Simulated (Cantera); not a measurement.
Input (Python, Cantera):

```python
import numpy as np
import cantera as ct

gas = ct.Solution("gri30.yaml")
gas.TPX = 1775, 2666, {'CH4': 0.012, 'H2': 1, 'N2': 0.00061}
reactor = ct.IdealGasConstPressureReactor(gas, energy="off", clone=False)
net = ct.ReactorNet([reactor])
net.rtol, net.atol = 1e-08, 1e-18
show = ['CH4', 'H2', 'C2H2', 'C2H6', 'HCN']
times = np.geomspace(2e-06, 10, 14)

steps = ct.SolutionArray(gas, extra=["t"])
rows = []
print(f"{'t/s':>10s}{'T/K':>9s}{'P/Pa':>11s}" + "".join(f"{s:>11s}" for s in show))
for t in times:
    while net.time < t:
        t_next = net.step()
        steps.append(gas.state, t=t_next)
    rows.append([np.interp(t, steps.t, y) for y in (steps.T, steps.P, *steps(*show).X.T)])
    print(f"{t:10.3e}{rows[-1][0]:9.1f}{rows[-1][1]:11.4g}" + "".join(f"{x:11.3e}" for x in rows[-1][2:]))
rate = np.gradient(steps.T, steps.t)
print("integrator steps:", len(steps.t))
if steps.T.max() > steps.T[0] + 200:
    print(f"time of steepest temperature rise: {steps.t[rate.argmax()]:.4e} s")
gas.TPX = 1775, 2666, {'CH4': 0.012, 'H2': 1, 'N2': 0.00061}
gas.equilibrate("TP")
print(f"equilibrium (TP): T = {gas.T:.1f} K  " + "  ".join(f"{s} {gas[s].X[0]:.3e}" for s in show))
```

Result:

```
       t/s      T/K       P/Pa        CH4         H2       C2H2       C2H6        HCN
 2.000e-06   1775.0       2666  1.185e-02  9.875e-01  7.841e-22  2.480e-17  7.435e-23
 6.551e-06   1775.0       2666  1.185e-02  9.875e-01  8.059e-20  8.447e-16  8.226e-22
 2.146e-05   1775.0       2666  1.185e-02  9.875e-01  1.403e-17  2.558e-14  7.831e-21
 7.030e-05   1775.0       2666  1.185e-02  9.875e-01  1.716e-15  5.739e-13  6.447e-20
 2.303e-04   1775.0       2666  1.185e-02  9.875e-01  1.495e-13  1.147e-11  5.545e-19
 7.543e-04   1775.0       2666  1.184e-02  9.875e-01  1.525e-11  2.270e-10  7.173e-18
 2.471e-03   1775.0       2666  1.183e-02  9.875e-01  1.942e-09  3.331e-09  2.902e-16
 8.094e-03   1775.0       2666  1.179e-02  9.873e-01  2.876e-07  3.448e-08  2.771e-14
 2.651e-02   1775.0       2666  1.160e-02  9.868e-01  2.586e-05  2.267e-07  2.785e-12
 8.685e-02   1775.0       2666  1.046e-02  9.866e-01  5.081e-04  4.839e-07  1.091e-10
 2.845e-01   1775.0       2666  7.264e-03  9.881e-01  2.132e-03  2.618e-07  6.838e-10
 9.319e-01   1775.0       2666  3.489e-03  9.900e-01  4.062e-03  6.345e-08  1.987e-09
 3.053e+00   1775.0       2666  1.244e-03  9.911e-01  5.210e-03  8.391e-09  4.134e-09
 1.000e+01   1775.0       2666  4.055e-04  9.916e-01  5.639e-03  9.556e-10  6.941e-09
integrator steps: 762
equilibrium (TP): T = 1775.0 K  CH4 1.351e-04  H2 9.917e-01  C2H2 5.428e-03  C2H6 1.552e-10  HCN 6.993e-04
```

Detailed kinetics in Cantera: GRI-Mech 3.0 (53 species, 325 reactions). GRI-Mech 3.0 stops at C3 and has no aromatics, soot or wall deposition, so with more carbon than oxygen in the feed, carbon stays in small species such as C2H2 where larger ones or solid carbon would form. Radical loss at walls, strong at low pressure, is not modelled.
